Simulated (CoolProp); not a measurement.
A single-stage vapour-compression cycle with the fluid: evaporating at 201.15 K (dew point), condensing at 241.15 K (bubble point), superheat 5 K, subcooling 2 K, compressor efficiency 0.75, no pressure losses. The same conditions are run with several fluids, on thermodynamics alone (safety and materials aside).

Model: reference Helmholtz-energy equation of state of each fluid (R143a: Lemmon and Jacobsen 2000; CH2F2 (R32): Tillner-Roth 1997; ethane: Bücker 2006; propane: Lemmon 2009; C2F6 (R116): Lemmon 2006; R13: Platzer 1990), in CoolProp. The equations of Platzer and Polt are older, rougher fits.

| fluid | cooling COP | pressure ratio | discharge temperature (K) | refrigerating effect (kJ/kg) | volumetric capacity (kJ/m³) |
|---|---|---|---|---|---|
| R143a | 3.24 | … | 283.6 | 197 | 260 |
| CH2F2 (R32) | 3.10 | 7.91 | … | … | 340 |
| ethane | 3.10 | 4.38 | … | 373 | 1580 |
| propane | 3.28 | 7.16 | 287.9 | 378 | 213 |
| C2F6 (R116) | 2.94 | 5.13 | 254.9 | 78.7 | 929 |
| R13 | 3.09 | 4.83 | 277.3 | … | 1170 |

Task: Some entries are withheld; supply them.

Result: 
- R143a, pressure ratio: 7.49
- CH2F2 (R32), discharge temperature (K): 347.1
- CH2F2 (R32), refrigerating effect (kJ/kg): 346
- ethane, discharge temperature (K): 290.6
- R13, refrigerating effect (kJ/kg): 111
